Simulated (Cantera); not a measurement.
Input: 1 mol Fe(CO)5, 0.012 mol O2, 1.3 mol H2, at 1000 K and 0.000550 bar.

These are equilibrium values from Cantera (NASA tables, ideal gas, pure condensed phases), not measurements of a reactor. Candidate condensed phases: C, C6H6, C7H8, C8H18, Fe, Fe(CO)5, FeO, Fe(OH)2, Fe(OH)3, Fe2O3, Fe3O4, H2O; 114 gas species. Kinetics and transport are ignored.

Problem. What is the equilibrium state?

Solution. 
```json
{
 "x(CO)": "0.790",
 "x(H2)": "0.206",
 "x(CO2)": "0.00322",
 "x(H2O)": "0.000585",
 "n(Fe(α))": "1.00 mol",
 "gas_amount": "6.300 mol",
 "log10 activity of C(graphite) (absent)": "-1.22",
 "log10 activity of Fe(OH)2(s) (absent)": "-13.13",
 "log10 activity of Fe(OH)3(s) (absent)": "-22.36"
}
```
